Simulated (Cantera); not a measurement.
A closed system holds: 1 mol SiF4, 8 mol O2, 2.1 mol N2, at 950 K and 15.0 mbar.

Equilibrium computed with Cantera from the NASA thermochemical tables; the gas is ideal and each condensed phase is pure. Candidate condensed phases: Si, SiO2, Si2N2O, Si3N4; 28 gas species. Equilibrium is a limit: real reactors are often held back by kinetics, nucleation or transport.

Base state: O2 0.721, N2 0.189, SiF4 0.0901, NO 1.59e-5 (mole fractions); condensed: gas only.

Task: What changes in the equilibrium state with this change: temperature from 950 K to 2100 K?

Result: 
```
species   before     after
-------  -------  --------
O2         0.721     0.707
N2         0.189     0.184
SiF4      0.0901    0.0886
O          <1e-9   0.00955
NO       1.59e-5   0.00882
F          <1e-9   0.00136
SiF3       <1e-9  0.000762
SiO        <1e-9   8.70e-5
SiO2       <1e-9   6.26e-5
```
The tables' values for SiF3, SiO2 are old estimates; treat these amounts as uncertain.
